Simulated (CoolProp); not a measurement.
The fluid at 105.61 K and 7.39 MPa flows at 0.18 m/s in a round tube of 12.7 mm bore and 1.5 µm roughness, fully developed (64/Re and Nu = 3.66 if laminar; Colebrook and Gnielinski if turbulent). The same conditions are run with several fluids, on thermodynamics alone (safety and materials aside).

Computed with CoolProp (reference Helmholtz-energy equation of state of each fluid (propylene: Lemmon 2013; R13: Platzer 1990; dry air: Lemmon 2000; methane: Setzmann 1991; oxygen: Schmidt 1985)). The equations of Platzer and Polt are older, rougher fits. Blends and air are pseudo-pure fits.

| fluid | Reynolds number | Darcy friction factor | pressure drop (Pa/m) | heat-transfer coefficient (W/(m² K)) | mass flow (kg/h) |
|---|---|---|---|---|---|
| propylene | 518 | 0.123 | 118 | 53.4 | … |
| R13 | 1420 | 0.0451 | 105 | 38.6 | … |
| dry air | 20000 | 0.0261 | 25.7 | 667 | 63.2 |
| methane | 6830 | 0.0344 | … | 577 | 35.9 |
| oxygen | 17000 | … | 37.5 | … | 88.8 |

### Question
Complete the blanks.

### Answer

- propylene, mass flow (kg/h): 61.6
- R13, mass flow (kg/h): 150
- methane, pressure drop (Pa/m): 19.2
- oxygen, Darcy friction factor: 0.0272
- oxygen, heat-transfer coefficient (W/(m² K)): 774

Transport values come from each fluid's own correlations; those of propylene, R13 are estimates that may be off by 10 % or more.
